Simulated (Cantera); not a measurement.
Cantera run:

```python
import numpy as np
import cantera as ct

gas_names = """
    Br Br2 H HBr H2 N NH NH2 NH3 N2 N2H2 N2H4 Si SiBr SiBr2 SiBr3 SiBr4 SiH SiHBr3 SiH2 SiH2Br2 SiH3
    SiH3Br SiH4 SiN Si2 Si2N Si3
""".split()
cond_names = """
    Br2(cr) Br2(L) Si(cr) Si(L) Si3N4(a)
""".split()


def load(file, names, dense=False):
    # The tables refer to 1 bar. Condensed volumes are neglected.
    table = {s.name: s for s in ct.Species.list_from_file(file)}
    out = []
    for n in names:
        d = dict(table[n].input_data)
        d["thermo"] = dict(d["thermo"], **{"reference-pressure": 1e5})
        if dense:
            d["equation-of-state"] = {"model": "constant-volume", "density": "1e6 g/cm^3"}
        out.append(ct.Species.from_dict(d))
    return out


gas = ct.Solution(thermo="ideal-gas", species=load("nasa_gas.yaml", gas_names))
cond = {s.name: ct.Solution(thermo="fixed-stoichiometry", species=[s], name=s.name)
        for s in load("nasa_condensed.yaml", cond_names, dense=True)}
atoms = {
    'Si': {'Si': 1},
    'HBr': {'H': 1, 'Br': 1},
    'N2': {'N': 2},
}
top_T = {'Si3N4(a)': 2400}  # K; cautious upper limits of use, not melting points


def equilibrate(T, P, feed):
    n = {}
    for name, mol in feed.items():
        for a, k in atoms[name].items():
            n[a] = n.get(a, 0.0) + k * mol
    gas.TPX = T, P, n
    mass = sum(n.values()) * gas.mean_molecular_weight
    gas.equilibrate("TP")
    valid = [c for c in cond.values() if c.min_temp <= T <= top_T.get(c.name, c.max_temp)]
    mix = ct.Mixture([(gas, mass / gas.mean_molecular_weight)] + [(c, 0.0) for c in valid])
    mix.T, mix.P = T, P
    mix.equilibrate("TP", solver="vcs", rtol=1e-11, max_steps=5000)
    return mix


results = []
feed = {'Si': 1, 'HBr': 10, 'N2': 0.42}  # mol
P = 9200  # Pa
for T in [700, 800, 900, 1000, 1100, 1200, 1300, 1400]:
    mix = equilibrate(T, P, feed)
    results.append((T, P, feed, dict(zip(mix.species_names, mix.species_moles))))

top = {s: max(r[3][s] / sum(r[3][g] for g in gas_names) for r in results) for s in gas_names}
cols = sorted((s for s in top if top[s] > 0.001), key=lambda s: -top[s])[:7]
seen = [c for c in cond_names if any(r[3].get(c, 0) > 1e-12 for r in results)]
print("log10 of partial pressures in bar; condensed amounts in mol")
print(f"{'T/K':>10s}" + "".join(f"{s[:9]:>10s}" for s in cols + seen))
for T, P, feed, n in results:
    ng = sum(n[g] for g in gas_names)
    print(f"{T:10.4g}" + "".join(f"{np.log10(max(n[s] / ng * P / 1e5, 1e-99)):10.3f}" for s in cols)
          + "".join(f"{n.get(c, 0):10.4g}" for c in seen))
```

It prints:

```
log10 of partial pressures in bar; condensed amounts in mol
       T/K       HBr        H2     SiBr4        N2     SiBr2     SiBr3        Br
       700    -1.232    -1.709    -2.010    -2.387   -13.095    -9.465    -9.179
       800    -1.232    -1.709    -2.010    -2.387   -10.458    -7.848    -7.772
       900    -1.232    -1.709    -2.011    -2.387    -8.419    -6.596    -6.673
      1000    -1.232    -1.710    -2.011    -2.387    -6.798    -5.600    -5.792
      1100    -1.232    -1.710    -2.012    -2.387    -5.480    -4.790    -5.069
      1200    -1.231    -1.712    -2.018    -2.387    -4.394    -4.123    -4.463
      1300    -1.228    -1.722    -2.043    -2.389    -3.513    -3.587    -3.943
      1400    -1.218    -1.756    -2.125    -2.396    -2.864    -3.212    -3.475
```

These are equilibrium values from Cantera (NASA tables, ideal gas, pure condensed phases), not measurements of a reactor. The tables' values for SiBr3 are old estimates; treat these amounts as uncertain.
